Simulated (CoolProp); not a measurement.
Saturation properties of tetrahydrofuran (Tc = 267.0 °C, pc = 5304 kPa, ω = 0.234).

Model: reference Helmholtz-energy equation of state, Fiedler 2023, in CoolProp.

```
T (°C)  p (kPa)  liquid cp (kJ/(kg K))  vapour Z
------  -------  ---------------------  --------
155.05    930.2                  2.312    0.8573
162.65     1074                  2.358    0.8416
170.15     1230                  2.406    0.8249
177.65     1404                  2.457    0.8070
185.15     1595                  2.514    0.7876
192.65     1804                  2.577    0.7668
200.25     2037                  2.650    0.7439
207.75     2289                  2.734    0.7194
215.25     2563                  2.835    0.6926
222.75     2862                  2.964    0.6630
```

It boils at 65.9 °C under 1 atm.
